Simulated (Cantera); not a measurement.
# Thermodynamics of sublimation and decomposition of ceramics, feed BN + H2

Charge: 1 mol BN, a varied amount of H2, equilibrated at 0.00900 Torr.

Method: chemical equilibrium by Gibbs-energy minimisation in Cantera with the NASA 1993 tables (ideal gas, pure condensed phases). Candidate condensed phases: B, BN; 15 gas species. Mutual solubility and eutectic melting of coexisting phases are not modelled. Rates play no part.

Stable condensed phases:

```
T in °C \ n(H2) in mol
         0.031 0.063  0.13  0.27  0.57   1.2   2.5   5.1
   2327      A     A     A     A     A     A     A     A
   2177      A     A     A     A     A     A     A     A
   2027      A     A     A     A     A     A     A     A
   1877      B     B     B     B     B     B     B     A
   1727      B     B     B     B     B     B     B     B
   1577      C     B     B     B     B     B     B     B
   1427      C     C     C     C     C     C     C     C
   1277      C     C     C     C     C     C     C     C
   1127      D     D     D     D     D     D     C     C
```

A: gas only; B: B; C: B + BN; D: BN.
